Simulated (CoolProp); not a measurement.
Values from CoolProp's reference Helmholtz-energy equation of state, Lemmon 2006. It is a short technical equation, of lower accuracy than the large ones.

Q: For carbonyl sulfide, give the phase and the speed of sound (m/s) at 389.4 K and 2.81 bar.

A: 
- 389.4 K and 2.81 bar: gas; speed of sound 255
